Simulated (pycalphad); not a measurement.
Source of the numbers: pycalphad with the COST 507 light-alloy database (1999); pressure 1 atm. The database dates from 1999; later assessments differ in places, in temperatures and in the compounds included. The system is extrapolated from its subsystems; higher-order compounds may be missing. Phase fractions are per mole of atoms.

Task: Give the equilibrium state of Al-0.3953Mg-0.4335Fe-2.17Si (wt.%) at 217 °C.

Result: fcc, fraction 0.963, with 0.01 Mg, <0.01 Fe, 0.01 Si wt.%; diamond (Si), fraction 0.017, with no Mg, no Fe, >99.99 Si wt.%; ALFESI_BETA, fraction 0.014, with no Mg, 26.6 Fe, 13.4 Si wt.%; MG2SI, fraction 0.006, with 63.4 Mg, no Fe, 36.6 Si wt.%.

Task: Give the equilibrium state of Al-0.3953Mg-0.4335Fe-2.17Si (wt.%) at 577 °C.

Result: fcc, fraction 0.919, with 0.30 Mg, 0.01 Fe, 1.3 Si wt.%; liquid, fraction 0.068, with 1.8 Mg, 0.45 Fe, 11.7 Si wt.%; ALFESI_BETA, fraction 0.013, with no Mg, 26.6 Fe, 13.4 Si wt.%.

Database names, with the compositions (at.%) that they take in these runs: ALFESI_BETA: Al 70 Fe 15 Si 15; MG2SI: Mg 67 Si 33. An entry "none" or "no" means that the model of the phase leaves that element out.
